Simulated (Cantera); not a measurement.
Feed: 1 mol trisilylamine, a varied amount of N2, 5.3 mol H2, equilibrated at 1925 K and 0.133 bar.

Cantera equilibrium calculation (NASA polynomials, part measured and part estimated; ideal gas, pure solids and liquids). Candidate condensed phases: Si, Si3N4; 18 gas species. The feed counts by its element totals alone. Gases not in the tables: Si2H6 and higher silanes. Equilibrium is a limit: real reactors are often held back by kinetics, nucleation or transport.

Question: Which condensed phases are stable at each of these points (n(N2) (mol)): 6.1, 12, 18, 24, 30, 37, 43, 49, 55?

Answer: 
```tsv
n(N2) (mol)	condensed phases	Si condensed (%)
6.1	Si(l)	99.9
12	Si3N4(s)	99.9
18	Si3N4(s)	99.8
24	Si3N4(s)	99.8
30	Si3N4(s)	99.8
37	Si3N4(s)	99.8
43	Si3N4(s)	99.8
49	Si3N4(s)	99.7
55	Si3N4(s)	99.7
```

At 6.1 mol N2 the condensed part is Si(l). From 12 mol N2 to 55 mol N2 the condensed part is Si3N4(s).
